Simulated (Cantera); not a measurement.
An isothermal, constant-pressure homogeneous reactor starts with H2 : O2 = 0.0098 : 1 (molar parts), equivalence ratio 0.0049, at 1200 K and 0.00710 bar.

Computed with Cantera and GRI-Mech 3.0 (53 species, 325 reactions). Radical loss at walls, strong at low pressure, is not modelled.

x: mole fraction; the columns are a selection and need not sum to one.

```tsv
t (s)	x H2	x O2	x O	x H	x H2O2	x OH	x H2O
0.000800	0.00970	0.990	4.94e-9	9.41e-10	<1e-12	4.06e-9	2.13e-9
0.00333	0.00970	0.990	(withheld)	(withheld)	1.06e-11	(withheld)	(withheld)
0.0139	0.00631	0.987	0.00229	0.000314	2.55e-8	0.00124	0.00262
0.0577	3.84e-5	0.982	0.00797	0.000387	9.59e-9	0.000753	0.00910
0.240	2.97e-5	0.984	0.00610	0.000261	9.40e-9	0.000663	0.00923
0.999	1.29e-5	0.987	0.00259	7.28e-5	8.32e-9	0.000437	0.00947
4.16	(withheld)	0.990	(withheld)	(withheld)	(withheld)	(withheld)	0.00966
17.3	2.03e-7	0.990	4.03e-5	1.42e-7	1.29e-9	5.53e-5	0.00972
72.1	2.10e-8	0.990	4.19e-6	4.79e-9	2.13e-10	1.79e-5	0.00974
300	3.29e-9	0.990	6.58e-7	2.98e-10	3.98e-11	7.07e-6	0.00975
```

Q: Fill in the missing entries.

A: 
- 0.00333, x O: 1.22e-7
- 0.00333, x H: 1.38e-8
- 0.00333, x OH: 8.59e-8
- 0.00333, x H2O: 1.20e-7
- 4.16, x H2: 2.14e-6
- 4.16, x O: 0.000426
- 4.16, x H: 4.89e-6
- 4.16, x H2O2: 4.84e-9
- 4.16, x OH: 0.000179
